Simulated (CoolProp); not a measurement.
Vapour-liquid equilibrium of propane (1) + R134a (2) at 2.63 bar; x and y are mole fractions of (1).

Computed with CoolProp (multi-fluid Helmholtz-energy mixture model, Lemmon 2009 and Tillner-Roth 1994; pair parameters Bell 2016).

Problem. Give the bubble temperature and the first vapour's composition at x = 0.35, 0.5, 0.95. Is there an azeotrope?

Solution. x = 0.35: -23.2 °C, y = 0.625; x = 0.5: -23.7 °C, y = 0.645; x = 0.95: -20.6 °C, y = 0.874. y crosses x between x = 0.65 and 0.8: the model has an azeotrope there.

Pair parameters are fitted to limited data, so mixtures are less certain than the pure fluids. With so large a gap from Raoult's law the liquid may split in two, which this calculation doesn't test in full.
